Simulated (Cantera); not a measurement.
**Adiabatic ignition**

An adiabatic, constant-volume homogeneous reactor starts with CH4 : O2 : N2 = 1 : 3.03 : 11.4 (molar parts), at 1473 K and 1.40 bar.

Detailed kinetics in Cantera: GRI-Mech 3.0 (53 species, 325 reactions).

```tsv
t (s)	T (K)	P (bar)	x CH4	x O2	x H2O2	x C2H6	x CH2
8.00e-6	1473	1.40	0.0648	0.196	5.62e-9	4.57e-11	<1e-12
1.89e-5	1473	1.40	0.0648	0.196	1.99e-8	7.00e-10	<1e-12
4.45e-5	1473	1.40	0.0648	0.196	5.43e-8	1.23e-8	1.68e-12
0.000105	1473	1.40	0.0648	0.196	1.14e-7	2.97e-7	1.79e-11
0.000247	1473	1.40	0.0646	0.196	1.78e-7	1.05e-5	2.84e-10
0.000583	1480	1.41	0.0632	0.195	8.04e-7	0.000241	3.98e-9
0.00137	2759	2.68	<1e-12	0.0650	5.41e-7	<1e-12	<1e-12
0.00324	2745	2.66	<1e-12	0.0603	5.10e-7	<1e-12	<1e-12
0.00763	2743	2.66	<1e-12	0.0597	5.06e-7	<1e-12	<1e-12
0.0180	2743	2.66	<1e-12	0.0597	5.06e-7	<1e-12	<1e-12
0.0424	2743	2.66	<1e-12	0.0597	5.06e-7	<1e-12	<1e-12
0.100	2743	2.66	<1e-12	0.0597	5.06e-7	<1e-12	<1e-12
```
x: mole fraction; the columns are a selection and need not sum to one.

```
Quantity                                                             Value
---------------------------------  ---------------------------------------
time of steepest temperature rise                                 0.975 ms
temperature at 0.100 s                                              2743 K
equilibrium temperature                                             2743 K
x(CH4) at 0.100 s                    <1e-12 (gas-phase equilibrium <1e-12)
x(O2) at 0.100 s                     0.0597 (gas-phase equilibrium 0.0597)
x(H2O2) at 0.100 s                 5.06e-7 (gas-phase equilibrium 5.06e-7)
```
